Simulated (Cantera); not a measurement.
Thermodynamics of chlorosilane synthesis and conversion, feed Si + Cl2 + H2 + HCl

Feed: 1 mol Si, a varied amount of Cl2, 6 mol H2, 1.4 mol HCl, at 1073 K and 2.30 bar.

These are equilibrium values from Cantera (NASA tables, ideal gas, pure condensed phases), not measurements of a reactor. Candidate condensed phases: Si; 19 gas species. The tables' values for SiCl3 are old estimates; treat these amounts as uncertain. Rates play no part.

```tsv
n(Cl2) (mol)	x H2	x HCl	x SiCl4	x SiHCl3	x SiH2Cl2	n Si(s)
0.5	0.895	0.0138	0.0479	0.0382	0.00355	0.339
0.6	0.888	0.0140	0.0522	0.0406	0.00368	0.284
0.71	0.880	0.0142	0.0570	0.0432	0.00381	0.223
0.85	0.870	0.0145	0.0630	0.0463	0.00397	0.147
1	0.860	0.0148	0.0695	0.0495	0.00411	0.0647
1.2	0.847	0.0216	0.0862	0.0414	0.00232	0
1.5	0.806	0.0677	0.110	0.0160	0.000272	0
1.7	0.768	0.109	0.113	0.00977	9.83e-5	0
2.1	0.689	0.193	0.113	0.00491	2.50e-5	0
2.5	0.615	0.273	0.109	0.00302	9.72e-6	0
```
x: gas mole fraction; n: condensed amount in mol.

From 0.5 mol Cl2 to 1 mol Cl2 the condensed part is Si(s). From 1.2 mol Cl2 to 2.5 mol Cl2 nothing is condensed. The main Si-bearing gas is SiCl4 throughout.
